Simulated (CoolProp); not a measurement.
Hexamethyldisiloxane (MM) along the isotherm 572.1 K: Z from the reference equation and from simpler models built on Tc = 518.7 K, pc = 1.931 MPa, ω = 0.418; each cubic takes its own stable root.

Values from CoolProp's reference Helmholtz-energy equation of state, Thol 2016.

```csv
p (MPa),phase,reference,Redlich-Kwong,Soave-Redlich-Kwong,Peng-Robinson
0.0611,gas,0.9920,0.9919,0.9925,0.9915
0.0987,gas,0.9871,0.9868,0.9879,0.9862
0.159,gas,0.9791,0.9787,0.9805,0.9777
0.258,gas,0.9658,0.9652,0.9682,0.9636
0.416,gas,0.9442,0.9432,0.9482,0.9410
0.672,gas,0.9084,0.9064,0.9151,0.9036
1.09,gas,0.8475,0.8426,0.8585,0.8407
1.75,gas,0.7459,0.7294,0.7622,0.7361
2.83,supercritical,0.5665,0.5040,0.5918,0.5597
4.58,supercritical,0.4398,0.4556,0.5084,0.4701
7.4,supercritical,0.5710,0.5943,0.6279,0.5723
12,supercritical,0.8228,0.8352,0.8623,0.7813
19.3,supercritical,1.210,1.202,1.225,1.108
```
